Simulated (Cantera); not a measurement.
An isothermal, constant-pressure homogeneous reactor starts with H2 : O2 = 0.056 : 1 (molar parts), at 1400 K and 10.00 Torr. Integrator tolerance rtol = 1e-08.

Detailed kinetics in Cantera: GRI-Mech 3.0 (53 species, 325 reactions). Radical loss at walls, strong at low pressure, is not modelled. The temperature is held fixed by assumption; the heat of reaction is taken as removed at once.

What does this change do: pressure from 10.00 Torr to 8.25 Torr?


| quantity | before | after |
|---|---|---|
| x(H2) at 10.0 s | 4.21e-7 (gas-phase equilibrium 2.20e-7) | 6.69e-7 (gas-phase equilibrium 2.43e-7) |
| x(O2) at 10.0 s | 0.945 (gas-phase equilibrium 0.945) | 0.945 (gas-phase equilibrium 0.945) |
| x(H) at 10.0 s | 5.24e-8 (gas-phase equilibrium 1.99e-8) | 1.05e-7 (gas-phase equilibrium 2.30e-8) |
| x(O) at 10.0 s | 1.53e-5 (gas-phase equilibrium 8.02e-6) | 2.43e-5 (gas-phase equilibrium 8.83e-6) |
| x(OH) at 10.0 s | 0.000135 (gas-phase equilibrium 9.77e-5) | 0.000170 (gas-phase equilibrium 0.000102) |
| x(H2O2) at 10.0 s | 9.65e-10 (gas-phase equilibrium 6.83e-10) | 1.10e-9 (gas-phase equilibrium 6.21e-10) |
